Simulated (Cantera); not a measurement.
Charge: 1 mol Al, 15 mol HCl, 1.6 mol N2, equilibrated at 1.00 bar.

Method: chemical equilibrium by Gibbs-energy minimisation in Cantera with the NASA 1993 tables (ideal gas, pure condensed phases). Candidate condensed phases: Al, AlCl3, AlN, NH4Cl; 20 gas species. Kinetics and transport are ignored. All values below are at 650 °C.

Base state: HCl 0.746, N2 0.0995, H2 0.0933, AlCl3 0.0599, Al2Cl6 0.00114 (mole fractions); condensed: gas only.

**Question.** What changes in the equilibrium state with this change: pressure from 1.00 bar to 0.100 bar?

**Answer.** 
| species | before | after |
|---|---|---|
| HCl | 0.746 | 0.745 |
| N2 | 0.0995 | 0.0994 |
| H2 | 0.0933 | 0.0932 |
| AlCl3 | 0.0599 | 0.0619 |
| Al2Cl6 | 0.00114 | 0.000122 |

**Question.** What changes in the equilibrium state with this change: HCl from 15 to 11 mol?

**Answer.** 
| species | before | after |
|---|---|---|
| HCl | 0.746 | 0.662 |
| N2 | 0.0995 | 0.132 |
| H2 | 0.0933 | 0.124 |
| AlCl3 | 0.0599 | 0.0789 |
| NH3 | 9.07e-6 | 1.61e-5 |
| Al2Cl6 | 0.00114 | 0.00198 |
